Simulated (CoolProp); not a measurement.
R114 at 448.46 K and 6.68 MPa is throttled through a valve to 2.5 MPa with no heat exchange. Each further row changes one setting.

Computed with CoolProp (reference Helmholtz-energy equation of state, Platzer 1990). This equation is an older, rougher fit; its heat capacities, sound speeds and derivatives of the liquid may be far off and weren't checked against measurements.

```json
[
 {"case": "as stated", "temperature change (K)": "-45.0", "final phase": "two-phase, vapour fraction 0.904", "final density (kg/m³)": "254"},
 {"case": "outlet pressure 0.75 MPa", "temperature change (K)": "-84.3", "final phase": "gas", "final density (kg/m³)": "49.1"},
 {"case": "outlet pressure 3.25 MPa", "temperature change (K)": "-29.5", "final phase": "gas", "final density (kg/m³)": "419"}
]
```
